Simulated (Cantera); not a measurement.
An adiabatic, constant-pressure homogeneous reactor starts with H₂ : O₂ : N₂ : NO : H₂O = 1 : 1.25 : 4.7 : 0.023 : 0.073 (molar parts), at 1175 K and 10.0 bar.

Model: GRI-Mech 3.0 (53 species, 325 reactions), integrated in Cantera. The hydrogen kinetics of GRI-Mech 3.0 are dated; newer H2 mechanisms differ, most at raised pressure. The mechanism lacks 2 NO + O2 → 2 NO2 and HONO, so NO2 and the effect of NO are under-described below about 1400 K.

One state of this run: T (K) = 2161; x H₂ = 0.000138; x O₂ = 0.111; x NO = 0.00804; x HO₂ = 7.30e-6; x OH = 0.00260. x: mole fraction; the columns are a selection and need not sum to one.

Q: Which value of t (s) does it belong to?
A) 2.12e-5
B) 3.00e-6
C) 1.00
D) 7.98e-6

A: C, 1.00
